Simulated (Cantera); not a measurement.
Input (Python, Cantera):

```python
import numpy as np
import cantera as ct

gas = ct.Solution("h2o2.yaml")
gas.TPX = 300, 1000000, {'H2': 1, 'O2': 0.806, 'N2': 2.26}
flame = ct.FreeFlame(gas, width=0.008)
flame.set_refine_criteria(ratio=3, slope=0.08, curve=0.16)
flame.transport_model = "mixture-averaged"
flame.solve(loglevel=0, auto=True)
flame.transport_model = "multicomponent"
flame.soret_enabled = True
flame.solve(loglevel=0, refine_grid=True)
z, T = flame.grid, flame.T
thick = (T[-1] - T[0]) / np.gradient(T, z).max()
show = ['H2', 'O2', 'H2O', 'O', 'HO2', 'H2O2']
print(f"laminar burning velocity  {flame.velocity[0] * 100:.3f} cm/s")
print(f"burnt temperature         {T[-1]:.1f} K")
print(f"thermal thickness         {thick * 1e3:.4f} mm")
print(f"grid points               {len(z)}")
z0 = z[flame.heat_release_rate.argmax()]
print(f"{'z/mm':>9s}{'T/K':>9s}{'u/(m/s)':>9s}" + "".join(f"{s:>11s}" for s in show))
rows = []
for k in (-3, -2, -1.5, -1, -0.5, -0.25, 0, 0.25, 0.5, 1, 2, 4, 8):
    zz = z0 + k * thick
    rows.append([k * thick, np.interp(zz, z, T), np.interp(zz, z, flame.velocity),
                 *(np.interp(zz, z, flame.X[gas.species_index(s)]) for s in show)])
    print(f"{rows[-1][0] * 1e3:9.3f}{rows[-1][1]:9.1f}{rows[-1][2]:9.3f}" + "".join(f"{x:11.3e}" for x in rows[-1][3:]))
```

Output:

```
laminar burning velocity  58.765 cm/s
burnt temperature         2090.4 K
thermal thickness         0.0347 mm
grid points               119
     z/mm      T/K  u/(m/s)         H2         O2        H2O          O        HO2       H2O2
   -0.104    300.2    0.586  2.424e-01  1.992e-01  7.544e-06  4.596e-11  1.541e-08  2.896e-08
   -0.069    302.1    0.581  2.311e-01  2.022e-01  1.159e-04  4.578e-10  2.709e-07  5.118e-07
   -0.052    310.5    0.584  2.109e-01  2.073e-01  8.909e-04  2.545e-09  2.453e-06  4.523e-06
   -0.035    371.0    0.664  1.646e-01  2.163e-01  8.888e-03  3.655e-08  3.621e-05  5.236e-05
   -0.017    756.4    1.296  9.814e-02  2.025e-01  6.474e-02  8.870e-06  6.624e-04  3.417e-04
   -0.009   1173.4    2.000  6.487e-02  1.718e-01  1.255e-01  2.264e-04  1.076e-03  3.344e-04
    0.000   1568.6    2.681  3.392e-02  1.348e-01  1.903e-01  1.365e-03  6.051e-04  2.285e-05
    0.009   1805.7    3.095  1.494e-02  1.095e-01  2.307e-01  2.294e-03  2.712e-04  5.477e-06
    0.017   1927.2    3.305  7.037e-03  9.845e-02  2.486e-01  2.209e-03  1.353e-04  3.700e-06
    0.035   2024.9    3.470  2.469e-03  9.300e-02  2.606e-01  1.260e-03  4.950e-05  2.160e-06
    0.069   2073.2    3.548  6.966e-04  9.212e-02  2.662e-01  4.282e-04  1.542e-05  1.111e-06
    0.139   2087.8    3.571  2.284e-04  9.228e-02  2.680e-01  1.688e-04  7.440e-06  7.085e-07
    0.277   2090.2    3.575  1.591e-04  9.235e-02  2.684e-01  1.277e-04  6.370e-06  6.413e-07
```

Cantera simulation using the H2/O2 subset of GRI-Mech 3.0, which has no nitrogen chemistry; the numbers are that mechanism's predictions, not measurements. The hydrogen kinetics of GRI-Mech 3.0 are dated; newer H2 mechanisms differ, most at raised pressure. Burning velocities carry a grid error of a few per cent, more on coarse grids. Lean hydrogen flames are cellular in practice and burn faster than this planar one.
